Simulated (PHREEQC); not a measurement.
Acid mine or pickling water: speciation

Synthetic water in mmol/kgw, 20 °C, pH 2.8, pe 11.1: Na 5.77; K 6.08; Ca 1.52; Mg 1.28; Cl 5.56; S(6) 7.59; O(0) (counted as O atoms) 0.0529.

Valence states are taken as typed.

Computed with PHREEQC (ion-association model, phreeqc.dat).

This is a speciation only: nothing precipitates in the calculation.

What ionic strength, charge-balance error does the model give?

ionic strength 0.0262 mol/kgw; charge-balance error -2.6 %.

In which forms is S present?

SO4-2 80 %, HSO4- 7.1 %, CaSO4 4.8 %, MgSO4 4.7 %, KSO4- 1.7 %, NaSO4- 1.2 % of the S.

Species that the database lacks are ignored.
